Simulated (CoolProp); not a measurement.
Values from CoolProp's reference Helmholtz-energy equation of state, Bücker 2006.

Task: Give the vapour pressure (bar), liquid density (kg/m³), enthalpy of vaporisation (kJ/kg), liquid cp (kJ/(kg K)) of saturated n-butane at -11.55, -4.25, 32.75 °C.

Result: 
```
T (°C)  p (bar)  liquid density (kg/m³)  enthalpy of vaporisation (kJ/kg)  liquid cp (kJ/(kg K))
------  -------  ----------------------  --------------------------------  ---------------------
-11.55    0.652                     613                               395                   2.26
-4.25     0.876                     605                               389                   2.29
32.75      3.08                     564                               353                   2.49
```
